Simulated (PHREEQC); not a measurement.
Dissolve 0.0014 mol FeSO4, 0.17 mol CuCl2, 0.0008 mol H2SO4 and 0.004 mol NaCl per kg of water at 25 °C. Closed to the air; pH follows from the charge balance.

Model: ion-association model, wateq4f.dat, run in PHREEQC.

Each row changes one thing in this solution. Precipitation was switched off in this run.

| case | pH | ionic strength (mol/kgw) | Cl- (mol/kgw) | Fe+2 (mol/kgw) | SO4-2 (mol/kgw) | FeCl+ (mol/kgw) | SI of Halite (NaCl) | SI of Melanterite (FeSO4:7H2O) |
|---|---|---|---|---|---|---|---|---|
| as made | 2.92 | 0.452 | 0.311 | 0.00126 | 0.000900 | 0.000131 | -4.82 | -5.02 |
| FeSO4 from 0.0014 to 0.0007 mol/kgw | 2.92 | … | 0.311 | 0.000631 | 0.000614 | 6.59e-5 | -4.82 | -5.49 |
| temperature from 25 to 85 °C | 2.96 | 0.287 | 0.224 | 0.00127 | 0.00106 | 9.56e-5 | -5.09 | -5.43 |
| temperature from 25 to 15 °C | 2.92 | 0.474 | 0.322 | 0.00126 | 0.000902 | 0.000137 | -4.78 | … |
| CuCl2 left out | 2.89 | 0.0109 | 0.00400 | 0.00122 | 0.00183 | 4.46e-6 | -6.47 | … |
| NaCl from 0.004 to 0.008 mol/kgw | 2.92 | 0.456 | 0.315 | 0.00126 | 0.000903 | 0.000133 | -4.52 | -5.02 |

Q: Some entries are withheld; supply them.

A: 
- FeSO4 from 0.0014 to 0.0007 mol/kgw, ionic strength (mol/kgw): 0.451
- temperature from 25 to 15 °C, SI of Melanterite (FeSO4:7H2O): -4.89
- CuCl2 left out, SI of Melanterite (FeSO4:7H2O): -3.80

Away from 25 °C the constants follow the database's enthalpies or fits; those with neither stay at their 25 °C values.
